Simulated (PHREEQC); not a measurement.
Model water analysis in mmol/kgw, 25 °C, pH 2.9, pe 10.2:

```tsv
constituent	mmol/kgw
Na	0.0868
K	1.22
Ca	2.17
Mg	0.293
Cl	1.12
S(6)	3.99
Fe(3)	0.00878
```

Valence states are taken as typed.

Model: ion-association model, phreeqc.dat, run in PHREEQC.

No solid was allowed to form.

Task: Order these S species by the share of S that they hold, largest first: CaSO4, MgSO4, KSO4-, SO4-2, HSO4-.

Result: SO4-2 (80 %), CaSO4 (10 %), HSO4- (7.1 %), MgSO4 (1.7 %), KSO4- (0.43 %)

Task: Order these Fe species by the share of Fe that they hold, largest first: FeSO4+, Fe(SO4)2-, Fe(OH)2+, FeOH+2, Fe+3.

Result: FeSO4+ (66 %), FeOH+2 (21 %), Fe+3 (6.3 %), Fe(OH)2+ (3.9 %), Fe(SO4)2- (3.0 %)

The pH is 2.90 and the ionic strength 0.0124 mol/kgw. Examples of supersaturated solids here: Hematite (slow to form), Goethite (slow to form). Others may be too. Species that the database lacks are ignored.
